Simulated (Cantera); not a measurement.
What does this Cantera script print?

```python
import numpy as np
import cantera as ct

gas = ct.Solution("gri30.yaml", transport_model="multicomponent")
show = ['NH3', 'C2H2', 'H2O']

rows = []
print(f"{'T/K':>7s}{'rho':>11s}{'cp':>10s}{'mu':>11s}{'lambda':>11s}{'Pr':>7s}" + "".join(f"{'D_' + s:>11s}" for s in show))
for T in [400, 500, 600, 700, 800, 900, 1000]:
    gas.TPX = T, 1000000, {'CO': 0.65}
    Pr = gas.cp_mass * gas.viscosity / gas.thermal_conductivity
    D = [gas.mix_diff_coeffs_mole[gas.species_index(s)] for s in show]
    rows.append([gas.density, gas.cp_mass, gas.viscosity, gas.thermal_conductivity, Pr, *D])
    print(f"{T:7g}{gas.density:11.4e}{gas.cp_mass:10.1f}{gas.viscosity:11.4e}"
          f"{gas.thermal_conductivity:11.4e}{Pr:7.3f}" + "".join(f"{d:11.4e}" for d in D))
print("SI units: kg/m3, J/kg/K, Pa s, W/m/K, m2/s")
```

Result:

```
    T/K        rho        cp         mu     lambda     Pr      D_NH3     D_C2H2      D_H2O
    400 8.4221e+00    1048.7 2.1957e-05 3.1878e-02  0.722 3.8315e-06 2.8198e-06 3.9639e-06
    500 6.7377e+00    1064.3 2.5680e-05 3.7968e-02  0.720 5.7892e-06 4.1783e-06 6.0314e-06
    600 5.6147e+00    1085.9 2.9084e-05 4.3969e-02  0.718 8.0506e-06 5.7322e-06 8.4317e-06
    700 4.8126e+00    1111.5 3.2254e-05 4.9979e-02  0.717 1.0591e-05 7.4676e-06 1.1137e-05
    800 4.2110e+00    1138.7 3.5241e-05 5.5990e-02  0.717 1.3393e-05 9.3739e-06 1.4126e-05
    900 3.7431e+00    1164.1 3.8082e-05 6.1896e-02  0.716 1.6440e-05 1.1443e-05 1.7382e-05
   1000 3.3688e+00    1184.0 4.0802e-05 6.7494e-02  0.716 1.9720e-05 1.3666e-05 2.0891e-05
SI units: kg/m3, J/kg/K, Pa s, W/m/K, m2/s
```

Detailed kinetics in Cantera: GRI-Mech 3.0 (53 species, 325 reactions).
